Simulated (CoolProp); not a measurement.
Vapour-liquid equilibrium of propylene (1) + R115 (2) at 325.7 K; x and y are mole fractions of (1).

Computed with CoolProp (multi-fluid Helmholtz-energy mixture model, Lemmon 2013 and Lemmon 2016; pair parameters Bell 2016).

Problem. Give the bubble pressure and the first vapour's composition at x = 0.35, 0.5, 0.65. Is there an azeotrope?

Solution. x = 0.35: 2.202 MPa, y = 0.409; x = 0.5: 2.310 MPa, y = 0.538; x = 0.65: 2.359 MPa, y = 0.658. y crosses x between x = 0.65 and 0.8: the model has an azeotrope there.

The pair parameters rest on a limited set of measurements; away from them the model extrapolates.
